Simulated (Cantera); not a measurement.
**Transport properties of process gases**

Gas mixture: 100 % N2O, at 98.0 Pa, frozen composition.

Cantera's kinetic-theory transport with the Lennard-Jones parameters of GRI-Mech 3.0, ideal gas; thermal conductivity in the multicomponent form. The composition is frozen, though it would react at the higher temperatures.

```tsv
T (K)	ρ (kg/m³)	cp (J/kg/K)	μ (µPa s)	λ (mW/m/K)	Pr	D (cm²/s) C2H2	D (cm²/s) CO2	D (cm²/s) N2
400	0.00130	970.3	19.5	25.3	0.746	217	199	273
500	0.00104	1043	23.6	33.0	0.745	328	301	405
600	0.000865	1101	27.3	40.4	0.744	455	419	556
700	0.000741	1150	30.8	47.7	0.743	598	551	725
800	0.000648	1192	34.0	54.7	0.742	756	697	910
900	0.000576	1227	37.1	61.4	0.741	927	857	1110
1000	0.000519	1255	40.0	67.9	0.740	1110	1030	1330
1100	0.000472	1275	42.8	73.9	0.739	1310	1210	1560
1200	0.000432	1294	45.5	79.8	0.738	1520	1410	1800
```
D: mixture-averaged diffusion coefficient of that species in the mixture.
